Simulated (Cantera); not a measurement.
Feed: 1 mol Ta(OEt)₅, 0.33 mol O₂, equilibrated at 100 Torr.

These are equilibrium values from Cantera (NASA tables, ideal gas, pure condensed phases), not measurements of a reactor. Candidate condensed phases: C, C₆H₆, C₇H₈, C₈H₁₈, H₂O, Ta, TaC, Ta₂O₅; 113 gas species. The feed counts by its element totals alone. TaC: taken at fixed stoichiometry. Condensed phases not in the tables: Ta₂C. The numbers say what is thermodynamically allowed, not how fast it happens.

At 1350 K, list the 5 most abundant gas species with their mole fractions, and the condensed phases.

H₂ 0.688, CO 0.312, CH₄ 0.000364, H₂O 0.000164, CO₂ 3.77e-5. Condensed: C(graphite) + TaC(s).
